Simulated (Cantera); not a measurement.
What does this Cantera script print?

```python
import numpy as np
import cantera as ct

gas_names = """
    H HNO HNO2 HNO3 HO2 H2 H2O H2O2 H2S H2SO4 N NH NH2 NH3 NH2OH NO NO2 NO3 N2 N2H2 N2H4 N2O O OH O2 O3
    S SH SN SO SO2 SO3 S2 S2O S8
""".split()
cond_names = """
    H2O(s) H2O(L) H2SO4(L) S(cr1) S(cr2) S(L)
""".split()


def load(file, names, dense=False):
    # The tables refer to 1 bar. Condensed volumes are neglected.
    table = {s.name: s for s in ct.Species.list_from_file(file)}
    out = []
    for n in names:
        d = dict(table[n].input_data)
        d["thermo"] = dict(d["thermo"], **{"reference-pressure": 1e5})
        if dense:
            d["equation-of-state"] = {"model": "constant-volume", "density": "1e6 g/cm^3"}
        out.append(ct.Species.from_dict(d))
    return out


gas = ct.Solution(thermo="ideal-gas", species=load("nasa_gas.yaml", gas_names))
cond = {s.name: ct.Solution(thermo="fixed-stoichiometry", species=[s], name=s.name)
        for s in load("nasa_condensed.yaml", cond_names, dense=True)}
atoms = {
    'S': {'S': 1},
    'H2O': {'H': 2, 'O': 1},
    'N2': {'N': 2},
}
top_T = {}  # K; cautious upper limits of use, not melting points


def equilibrate(T, P, feed):
    n = {}
    for name, mol in feed.items():
        for a, k in atoms[name].items():
            n[a] = n.get(a, 0.0) + k * mol
    gas.TPX = T, P, n
    mass = sum(n.values()) * gas.mean_molecular_weight
    gas.equilibrate("TP")
    valid = [c for c in cond.values() if c.min_temp <= T <= top_T.get(c.name, c.max_temp)]
    mix = ct.Mixture([(gas, mass / gas.mean_molecular_weight)] + [(c, 0.0) for c in valid])
    mix.T, mix.P = T, P
    mix.equilibrate("TP", solver="vcs", rtol=1e-11, max_steps=5000)
    return mix


results = []
feed = {'S': 1, 'H2O': 1.2, 'N2': 26}  # mol
T = 823.15  # K
P = 10000  # Pa
mix = equilibrate(T, P, feed)
results.append((T, P, feed, dict(zip(mix.species_names, mix.species_moles))))
x = sorted(zip(gas.X, gas.species_names), reverse=True)
print(f"T = {T:g} K  P = {P:g} Pa  gas = {mix.phase_moles(0):.4g} mol")
print("   x: " + "  ".join(f"{s} {v:.3e}" for v, s in x if v > 1e-06))
print("   condensed (mol): " + ("  ".join(f"{mix.phase(i).name} {mix.phase_moles(i):.4g}"
      for i in range(1, mix.n_phases) if mix.phase_moles(i) > 1e-12) or "none"))
```

It prints:

```
T = 823.15 K  P = 10000 Pa  gas = 27.64 mol
   x: N2 9.405e-01  H2O 3.505e-02  S2 1.184e-02  H2S 8.186e-03  SO2 4.138e-03  H2 1.732e-04  S2O 8.371e-05
   condensed (mol): none
```

These are equilibrium values from Cantera (NASA tables, ideal gas, pure condensed phases), not measurements of a reactor. Gases not in the tables: S3 to S7.
